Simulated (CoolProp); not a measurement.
Hexamethyldisiloxane (MM) along the isobar 0.784 MPa: Z from the reference equation and from simpler models built on Tc = 518.7 K, pc = 1.931 MPa, ω = 0.418; each cubic takes its own stable root.

Values from CoolProp's reference Helmholtz-energy equation of state, Thol 2016.

```csv
T (K),phase,reference,Redlich-Kwong,Peng-Robinson
363.9,liquid,0.06111,0.06951,0.05771
387.2,liquid,0.05987,(withheld),0.05665
410.4,liquid,0.05921,0.06891,0.05638
433.7,liquid,0.05922,0.07042,0.05716
457,liquid,(withheld),0.7567,0.05968
480.3,gas,0.7699,0.7985,(withheld)
503.6,gas,(withheld),0.8299,0.8100
526.9,gas,0.8481,0.8546,0.8422
550.1,gas,0.8733,0.8743,0.8675
573.4,gas,0.8933,0.8906,0.8881
596.7,gas,(withheld),0.9042,0.9049
620,gas,0.9231,0.9156,0.9190
```

Q: Complete the blanks.

A: 
- 387.2, Redlich-Kwong: 0.06873
- 457, reference: 0.06026
- 480.3, Peng-Robinson: 0.7676
- 503.6, reference: 0.8153
- 596.7, reference: 0.9096

At some of these states Redlich-Kwong gives the other phase, because its saturation line lies elsewhere.
